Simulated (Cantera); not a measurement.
Low-pressure radical oxidation in H2/O2

A perfectly stirred reactor is fed with H2 : O2 = 0.011 : 1 (molar parts), equivalence ratio 0.0055, at 1330 Pa; it is held at 1073 K, and followed from long to short residence time.

Cantera simulation using GRI-Mech 3.0 (53 species, 325 reactions); the numbers are that mechanism's predictions, not measurements. Radical loss at walls, strong at low pressure, is not modelled.

```tsv
τ (s)	x H2	x O2	x H2O2	x O	x HO2
23	1.70e-5	0.989	1.38e-8	0.000198	2.63e-7
7.5	3.20e-5	0.989	1.73e-8	0.000405	4.12e-7
2.4	6.01e-5	0.988	2.12e-8	0.000814	6.27e-7
0.77	0.000113	0.987	2.60e-8	0.00155	9.23e-7
0.25	0.000215	0.986	3.30e-8	0.00271	1.30e-6
0.079	0.000440	0.984	4.52e-8	0.00417	1.77e-6
0.025	0.000962	0.983	6.75e-8	0.00529	2.25e-6
0.0080	0.00219	0.983	1.02e-7	0.00528	2.64e-6
```
x: mole fraction; the columns are a selection and need not sum to one.
